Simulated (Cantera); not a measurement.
Input: 1 mol HBr, 0.77 mol H2O, 3.4 mol N2, at 2225 °C and 750 Torr.

Method: chemical equilibrium by Gibbs-energy minimisation in Cantera with the NASA 1993 tables (ideal gas, pure condensed phases). Candidate condensed phases: Br2, H2O; 27 gas species. Kinetics and transport are ignored.

Base state: N2 0.622, H2O 0.136, Br 0.0981, HBr 0.0845, H2 0.0495, H 0.00555, OH 0.00316, NO 0.000721 (mole fractions); condensed: gas only.

Q: What changes in the equilibrium state with this change: temperature from 2225 °C to 2977 °C?

A: 
| species | before | after |
|---|---|---|
| N2 | 0.622 | 0.551 |
| Br | 0.0981 | 0.138 |
| H | 0.00555 | 0.0891 |
| H2O | 0.136 | 0.0595 |
| O | 0.000233 | 0.0188 |
| OH | 0.00316 | 0.0273 |
| HBr | 0.0845 | 0.0253 |
| H2 | 0.0495 | 0.0770 |
| N | 2.27e-7 | 4.58e-5 |
| O2 | 0.000263 | 0.00568 |

Q: What changes in the equilibrium state with this change: pressure from 750 Torr to 100 Torr?

A: 
```csv
species,before,after
N2,0.622,0.604
Br,0.0981,0.131
H2O,0.136,0.125
HBr,0.0845,0.0471
H,0.00555,0.0174
H2,0.0495,0.0648
O,0.000233,0.00123
Br2,0.000169,4.00e-5
O2,0.000263,0.000978
OH,0.00316,0.00696
NO,0.000721,0.00137
```
